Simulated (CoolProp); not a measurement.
A single-stage vapour-compression cycle with the fluid: evaporating at 265.15 K (dew point), condensing at 289.15 K (bubble point), superheat 10 K, subcooling 8 K, compressor efficiency 0.9, no pressure losses. The same conditions are run with several fluids, on thermodynamics alone (safety and materials aside).

Values from CoolProp's reference Helmholtz-energy equation of state of each fluid (carbonyl sulfide: Lemmon 2006; trans-2-butene: Lemmon 2005; vinyl chloride: Thol 2022; n-butane: Bücker 2006; propylene: Lemmon 2013; ammonia: Gao 2020).

| fluid | cooling COP | pressure ratio | discharge temperature (K) | refrigerating effect (kJ/kg) | volumetric capacity (kJ/m³) |
|---|---|---|---|---|---|
| carbonyl sulfide | 9.15 | 2.00 | 322.6 | 264 | 3820 |
| trans-2-butene | 9.62 | 2.45 | 304.3 | 393 | 707 |
| vinyl chloride | 9.42 | 2.33 | 319.5 | 335 | 1210 |
| n-butane | 9.64 | 2.41 | 300.8 | 371 | 734 |
| propylene | 9.28 | 2.01 | 307.7 | 366 | 3380 |
| ammonia | 9.07 | 2.39 | 341.5 | 1240 | 3060 |
